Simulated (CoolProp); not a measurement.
Properties of ethylene along the isobar 0.101 MPa (Tc = 9.2 °C, pc = 5.042 MPa, ω = 0.087).

Values from CoolProp's reference Helmholtz-energy equation of state, Smukala 2000.

```csv
T (°C),phase,Z,expansivity (1/kK)
-111.75,liquid,0.003647,2.416
-101.45,gas,0.9684,6.446
-91.15,gas,0.9738,5.967
-80.95,gas,0.9779,5.572
-70.65,gas,0.9813,5.231
-60.35,gas,0.9839,4.935
-50.05,gas,0.9861,4.676
-39.75,gas,0.9879,4.445
-29.45,gas,0.9894,4.238
-19.15,gas,0.9906,4.051
-8.95,gas,0.9917,3.882
1.35,gas,0.9926,3.726
```
